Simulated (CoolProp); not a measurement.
Properties of propylene at several states.

Model: reference Helmholtz-energy equation of state, Lemmon 2013, in CoolProp.

```
T (K)  p (MPa)   phase  Joule-Thomson coefficient (K/MPa)  isothermal compressibility (1/MPa)  conductivity (mW/(m K))  Prandtl number
-----  -------  ------  ---------------------------------  ----------------------------------  -----------------------  --------------
268.5     4.63  liquid                            -0.2632                            0.003155                      129            2.41
308.7    0.897     gas                              17.72                               1.299                     19.1           0.850
520.4   0.0703     gas                              3.757                               14.25                     45.5           0.747
359.6    0.346     gas                              10.13                               2.974                     24.2           0.772
```

Viscosity comes from a separate model (Huber 2003), an estimate that may be off by 10 % or more. Thermal conductivity comes from a separate model (Huber 2003), an estimate that may be off by 10 % or more.
